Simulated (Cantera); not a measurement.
A perfectly stirred reactor is fed with 3.57 % CH4, 0.125 % C2H6, 5.00 % C3H8, 19.2 % O2, 72.1 % N2, equivalence ratio 1.7, at 62000 Pa; it is adiabatic with a 325 K inlet, and is followed from long to short residence time, starting on the burning branch (τ in s: 0.19, 0.071, 0.027, 0.01, 0.0039, 0.0015, 0.00055, 0.00021, 7.8e-05, 3e-05).

Computed with Cantera and GRI-Mech 3.0 (53 species, 325 reactions). GRI-Mech 3.0 was tuned for natural gas; its chemistry of propane as a main component is partial and can be far from experiment.

x: mole fraction; the columns are a selection and need not sum to one.

```
τ (s)    T (K)    x CH4   x C2H6    x C3H8     x NO    x CO   x C2H2
-------  -----  -------  -------  --------  -------  ------  -------
0.19      1846  0.00216  1.39e-6   1.34e-6  2.57e-5   0.111  0.00340
0.071     1846  0.00254  3.07e-6   3.15e-6  2.50e-5   0.108  0.00461
0.027     1841  0.00285  6.31e-6   7.17e-6  2.28e-5   0.106  0.00567
0.010     1829      ___      ___       ___      ___   0.104      ___
0.0039    1804      ___      ___       ___      ___   0.103  0.00730
0.0015    1736  0.00555  9.44e-5  0.000126  5.40e-6   0.103  0.00792
0.00055    325   0.0357  0.00125    0.0500   <1e-12  <1e-12   <1e-12
0.00021    325   0.0357  0.00125    0.0500   <1e-12  <1e-12   <1e-12
7.8e-5     325   0.0357  0.00125    0.0500   <1e-12  <1e-12   <1e-12
3.0e-5     325   0.0357  0.00125    0.0500   <1e-12  <1e-12   <1e-12
```

**Question.** Fill in the missing entries.

**Answer.** 
- 0.010, x CH4: 0.00320
- 0.010, x C2H6: 1.31e-5
- 0.010, x C3H8: 1.68e-5
- 0.010, x NO: 1.88e-5
- 0.010, x C2H2: 0.00657
- 0.0039, x CH4: 0.00378
- 0.0039, x C2H6: 2.83e-5
- 0.0039, x C3H8: 3.98e-5
- 0.0039, x NO: 1.33e-5
